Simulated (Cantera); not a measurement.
What does this Cantera script print?

```python
import numpy as np
import cantera as ct

gas = ct.Solution("gri30.yaml")
gas.TPX = 2075, 2300, {'NO': 1, 'N2': 0.89}
reactor = ct.IdealGasConstPressureReactor(gas, energy="off", clone=False)
net = ct.ReactorNet([reactor])
net.rtol, net.atol = 1e-08, 1e-18
show = ['NO', 'N2O', 'NO2', 'O2', 'N2']
times = np.geomspace(0.0001, 2, 10)

steps = ct.SolutionArray(gas, extra=["t"])
rows = []
print(f"{'t/s':>10s}{'T/K':>9s}{'P/Pa':>11s}" + "".join(f"{s:>11s}" for s in show))
for t in times:
    while net.time < t:
        t_next = net.step()
        steps.append(gas.state, t=t_next)
    rows.append([np.interp(t, steps.t, y) for y in (steps.T, steps.P, *steps(*show).X.T)])
    print(f"{t:10.3e}{rows[-1][0]:9.1f}{rows[-1][1]:11.4g}" + "".join(f"{x:11.3e}" for x in rows[-1][2:]))
rate = np.gradient(steps.T, steps.t)
print("integrator steps:", len(steps.t))
if steps.T.max() > steps.T[0] + 200:
    print(f"time of steepest temperature rise: {steps.t[rate.argmax()]:.4e} s")
gas.TPX = 2075, 2300, {'NO': 1, 'N2': 0.89}
gas.equilibrate("TP")
print(f"equilibrium (TP): T = {gas.T:.1f} K  " + "  ".join(f"{s} {gas[s].X[0]:.3e}" for s in show))
```

Output:

```
       t/s      T/K       P/Pa         NO        N2O        NO2         O2         N2
 1.000e-04   2075.0       2300  5.291e-01  1.259e-06  1.305e-09  1.658e-09  4.709e-01
 3.005e-04   2075.0       2300  5.291e-01  3.747e-06  1.140e-08  1.508e-08  4.709e-01
 9.032e-04   2075.0       2300  5.291e-01  1.096e-05  9.278e-08  1.381e-07  4.709e-01
 2.714e-03   2075.0       2300  5.290e-01  3.034e-05  6.417e-07  1.316e-06  4.709e-01
 8.158e-03   2075.0       2300  5.289e-01  7.193e-05  3.241e-06  1.374e-05  4.709e-01
 2.452e-02   2075.0       2300  5.281e-01  1.148e-04  1.045e-05  1.581e-04  4.711e-01
 7.368e-02   2075.0       2300  5.251e-01  1.081e-04  1.836e-05  1.395e-03  4.725e-01
 2.214e-01   2075.0       2300  5.138e-01  9.676e-05  2.498e-05  6.851e-03  4.780e-01
 6.655e-01   2075.0       2300  4.759e-01  7.598e-05  3.788e-05  2.557e-02  4.969e-01
 2.000e+00   2075.0       2300  3.514e-01  3.515e-05  5.119e-05  8.723e-02  5.588e-01
integrator steps: 492
equilibrium (TP): T = 2075.0 K  NO 9.982e-03  N2O 8.146e-08  NO2 2.555e-06  O2 2.571e-01  N2 7.290e-01
```

Cantera simulation using GRI-Mech 3.0 (53 species, 325 reactions); the numbers are that mechanism's predictions, not measurements. Radical loss at walls, strong at low pressure, is not modelled.
